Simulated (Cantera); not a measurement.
A Cantera script and what it prints.

```python
import numpy as np
import cantera as ct

gas_names = """
    H HO2 H2 H2O H2O2 H2S H2SO4 Mg MgH MgO MgOH MgO2H2 MgS Mg2 O OH O2 O3 S SH SO SO2 SO3 S2 S2O S8
""".split()
cond_names = """
    H2O(s) H2O(L) H2SO4(L) Mg(cr) Mg(L) MgO(s) MgO(L) MgO2H2(s) MgS(s) MgSO4(s) MgSO4(L) S(cr1) S(cr2)
    S(L)
""".split()


# ... load() reads the species with a 1 bar reference pressure and builds the phases ...
atoms = {
    'MgSO4': {'Mg': 1, 'S': 1, 'O': 4},
    'H2O': {'H': 2, 'O': 1},
    'O2': {'O': 2},
}
top_T = {'MgS(s)': 2250}  # K; cautious upper limits of use, not melting points


# ... equilibrate(T, P, feed) seeds the gas with the atoms and calls Mixture.equilibrate('TP', solver="vcs", rtol=1e-11, max_steps=5000) ...
results = []
feed = {'MgSO4': 1, 'H2O': 2.9, 'O2': 15}  # mol
P = 18  # Pa
for T in [975, 1075, 1175, 1275, 1375, 1475, 1575]:
    mix = equilibrate(T, P, feed)
    results.append((T, P, feed, dict(zip(mix.species_names, mix.species_moles))))
    x = sorted(zip(gas.X, gas.species_names), reverse=True)
    print(f"T = {T:g} K  P = {P:g} Pa  gas = {mix.phase_moles(0):.4g} mol")
    print("   x: " + "  ".join(f"{s} {v:.3e}" for v, s in x if v > 0.001))
    print("   condensed (mol): " + ("  ".join(f"{mix.phase(i).name} {mix.phase_moles(i):.4g}"
          for i in range(1, mix.n_phases) if mix.phase_moles(i) > 1e-12) or "none"))
```

Output:

```
T = 975 K  P = 18 Pa  gas = 19.39 mol
   x: O2 7.988e-01  H2O 1.496e-01  SO2 5.012e-02  SO3 1.467e-03
   condensed (mol): MgO(s) 1
T = 1075 K  P = 18 Pa  gas = 19.4 mol
   x: O2 7.989e-01  H2O 1.495e-01  SO2 5.107e-02
   condensed (mol): MgO(s) 1
T = 1175 K  P = 18 Pa  gas = 19.4 mol
   x: O2 7.989e-01  H2O 1.495e-01  SO2 5.136e-02
   condensed (mol): MgO(s) 1
T = 1275 K  P = 18 Pa  gas = 19.4 mol
   x: O2 7.989e-01  H2O 1.494e-01  SO2 5.146e-02
   condensed (mol): MgO(s) 1
T = 1375 K  P = 18 Pa  gas = 19.4 mol
   x: O2 7.988e-01  H2O 1.493e-01  SO2 5.150e-02
   condensed (mol): MgO(s) 1
T = 1475 K  P = 18 Pa  gas = 19.41 mol
   x: O2 7.984e-01  H2O 1.490e-01  SO2 5.150e-02
   condensed (mol): MgO(s) 1
T = 1575 K  P = 18 Pa  gas = 19.42 mol
   x: O2 7.974e-01  H2O 1.482e-01  SO2 5.148e-02  OH 2.138e-03
   condensed (mol): MgO(s) 1
```

These are equilibrium values from Cantera (NASA tables, ideal gas, pure condensed phases), not measurements of a reactor.
